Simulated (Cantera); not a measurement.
Charge: 1 mol SiCl4, 0.021 mol HCl, a varied amount of H2, held at 1123 K and 1 atm.

These are equilibrium values from Cantera (NASA tables, ideal gas, pure condensed phases), not measurements of a reactor. Candidate condensed phases: Si; 19 gas species. The numbers say what is thermodynamically allowed, not how fast it happens.

Question: Which condensed phases are stable at each of these points (n(H2) (mol)): 6.3, 8.2, 11, 14, 18, 24, 31, 41, 54, 70?

Answer: 
| n(H2) (mol) | condensed phases | Si condensed (%) |
|---|---|---|
| 6.3 | gas only | 0.0 |
| 8.2 | gas only | 0.0 |
| 11 | gas only | 0.0 |
| 14 | gas only | 0.0 |
| 18 | gas only | 0.0 |
| 24 | gas only | 0.0 |
| 31 | gas only | 0.0 |
| 41 | Si(s) | 1.8 |
| 54 | Si(s) | 5.0 |
| 70 | Si(s) | 8.7 |

From 6.3 mol H2 to 31 mol H2 nothing is condensed. From 41 mol H2 to 70 mol H2 the condensed part is Si(s).
